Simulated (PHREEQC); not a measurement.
**Acid rinse or clean: an equilibrium model**

A solution holds 0.025 mol/kgw H2SO4, 0.0011 mol/kgw FeCl3 and 0.0039 mol/kgw MnSO4, at 25 °C. Closed to the air; pH follows from the charge balance.

All values are PHREEQC results (ion-association model, wateq4f.dat), not measurements.

```yaml
pH: 1.54
ionic_strength: 0.0541 mol/kgw
total_alkalinity: -52.2 meq/kg
```

```tsv
species	molality	activity	log γ
H+	0.0337	0.0287	-0.070
HSO4-	0.0162	0.0132	-0.088
SO4-2	0.0105	0.00474	-0.346
Cl-	0.00328	0.00265	-0.093
Mn+2	0.00279	0.00132	-0.325
MnSO4	0.00110	0.00111	0.005
FeSO4+	0.000831	0.000682	-0.086
FeHSO4+2	0.000118	5.23e-5	-0.352
Fe(SO4)2-	8.65e-5	7.06e-5	-0.088
Fe+3	5.63e-5	1.31e-5	-0.633
MnCl+	1.73e-5	1.42e-5	-0.086
FeOH+2	6.51e-6	2.95e-6	-0.343
```

No solid was allowed to form. The solution is supersaturated, for example in Hematite (slow to form), Goethite (slow to form), so a real one may precipitate; this is no full list.
